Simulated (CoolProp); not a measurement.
A single-stage vapour-compression cycle with the fluid: evaporating at 245.15 K (dew point), condensing at 291.15 K (bubble point), superheat 8 K, subcooling 0 K, compressor efficiency 0.65, no pressure losses. The same conditions are run with several fluids, on thermodynamics alone (safety and materials aside).

Computed with CoolProp (reference Helmholtz-energy equation of state of each fluid (R245fa: Akasaka 2015; R227EA: Lemmon 2016; R407C: Lemmon 2003; sulfur dioxide: Gao 2016; R21: Platzer 1990; R404A: Lemmon 2003)). The equations of Platzer and Polt are older, rougher fits. Blends and air are pseudo-pure fits.

### Question
Rank R245fa, R227EA, R407C, sulfur dioxide, R21, R404A by cooling COP, highest first.

### Answer
R21 (2.97), R245fa (2.92), sulfur dioxide (2.83), R227EA (2.66), R404A (2.62), R407C (2.39)

```
fluid           pressure ratio  discharge temperature (K)  refrigerating effect (kJ/kg)  volumetric capacity (kJ/m³)
--------------  --------------  -------------------------  ----------------------------  ---------------------------
R245fa                    9.16                      323.4                           167                          133
R227EA                    6.13                      303.5                          91.6                          454
R407C                     6.46                      350.1                           175                         1140
sulfur dioxide            7.29                      442.9                           347                          453
R21                       7.58                      374.7                           216                          201
R404A                     4.73                      322.5                           132                         1440
```
